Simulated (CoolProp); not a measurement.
Vapour-liquid equilibrium of CHF3 (R23) (1) + R22 (2) at 249.3 K; x and y are mole fractions of (1).

Computed with CoolProp (multi-fluid Helmholtz-energy mixture model, Penoncello 2003 and Kamei 1995; pair parameters Bell 2016).

```tsv
x	bubble pressure, mixture model (bar)	bubble pressure, Raoult's law (bar)	y, mixture model	y, Raoult's law
0.05	2.707	2.621	0.245	0.236
0.125	3.583	3.389	0.460	0.455
0.2	4.430	4.157	0.588	0.594
0.275	5.246	4.925	0.675	0.689
0.35	6.030	5.693	0.737	0.759
0.425	6.784	6.460	0.785	0.812
0.5	7.513	7.228	0.824	0.854
0.575	8.223	7.996	0.856	0.888
0.65	8.921	8.764	0.885	0.916
0.725	9.619	9.532	0.911	0.939
0.8	10.33	10.30	0.935	0.959
0.875	11.05	11.07	0.959	0.976
0.95	11.81	11.84	0.983	0.991
```

The largest gap from Raoult's law is +6.6 % in bubble pressure, at x = 0.2. No azeotrope shows between x = 0.05 and 0.95.

Pair parameters are fitted to limited data, so mixtures are less certain than the pure fluids.
